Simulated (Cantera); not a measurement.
Standard-state values (1 bar) from the NASA 1993 polynomials, evaluated with Cantera. Values are per mole of reaction as written; species without (g) are pure solids or liquids, kept so even where they would boil at 1 bar.

5 O2(g) + 4 BN ⇌ 4 NO(g) + 2 B2O3(g)

```json
[
 {"T (K)": "423", "ΔH° (kJ)": "?", "ΔS° (J/K)": "?", "ΔG° (kJ)": "?", "log10 K": "?"},
 {"T (K)": "623", "ΔH° (kJ)": "-300.8", "ΔS° (J/K)": "332.8", "ΔG° (kJ)": "-508.1", "log10 K": "42.60"},
 {"T (K)": "823", "ΔH° (kJ)": "?", "ΔS° (J/K)": "?", "ΔG° (kJ)": "?", "log10 K": "?"},
 {"T (K)": "1023", "ΔH° (kJ)": "?", "ΔS° (J/K)": "?", "ΔG° (kJ)": "?", "log10 K": "?"},
 {"T (K)": "1223", "ΔH° (kJ)": "?", "ΔS° (J/K)": "?", "ΔG° (kJ)": "?", "log10 K": "?"}
]
```

Q: Fill in the missing entries.

A: 
- 423, ΔH° (kJ): -300.8
- 423, ΔS° (J/K): 332.5
- 423, ΔG° (kJ): -441.5
- 423, log10 K: 54.52
- 823, ΔH° (kJ): -303.5
- 823, ΔS° (J/K): 329.1
- 823, ΔG° (kJ): -574.4
- 823, log10 K: 36.45
- 1023, ΔH° (kJ): -307.7
- 1023, ΔS° (J/K): 324.5
- 1023, ΔG° (kJ): -639.7
- 1023, log10 K: 32.66
- 1223, ΔH° (kJ): -313.0
- 1223, ΔS° (J/K): 319.8
- 1223, ΔG° (kJ): -704.2
- 1223, log10 K: 30.07
